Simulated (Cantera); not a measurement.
An adiabatic, constant-pressure homogeneous reactor starts with C₃H₈ : O₂ : N₂ = 1 : 8.33 : 31.3 (molar parts), equivalence ratio 0.60, at 1425 K and 48000 Pa. Integrator tolerance rtol = 1e-08.

Computed with Cantera and GRI-Mech 3.0 (53 species, 325 reactions). GRI-Mech 3.0 was tuned for natural gas; its chemistry of propane as a main component is partial and can be far from experiment.

Question: What does this change do: constant volume in place of constant pressure?

Answer: 
```
quantity                                                          before                                  after
---------------------------------  -------------------------------------  -------------------------------------
time of steepest temperature rise                               0.250 ms                               0.231 ms
temperature at 0.400 s                                            2472 K                                 2639 K
equilibrium temperature                                           2472 K                                 2639 K
x(C₃H₈) at 0.400 s                 <1e-12 (gas-phase equilibrium <1e-12)  <1e-12 (gas-phase equilibrium <1e-12)
x(O₂) at 0.400 s                   0.0740 (gas-phase equilibrium 0.0740)  0.0728 (gas-phase equilibrium 0.0728)
x(CH₂) at 0.400 s                  <1e-12 (gas-phase equilibrium <1e-12)  <1e-12 (gas-phase equilibrium <1e-12)
x(C₂H₂) at 0.400 s                 <1e-12 (gas-phase equilibrium <1e-12)  <1e-12 (gas-phase equilibrium <1e-12)
x(CO) at 0.400 s                   0.0103 (gas-phase equilibrium 0.0103)  0.0157 (gas-phase equilibrium 0.0157)
x(C₂H) at 0.400 s                  <1e-12 (gas-phase equilibrium <1e-12)  <1e-12 (gas-phase equilibrium <1e-12)
```
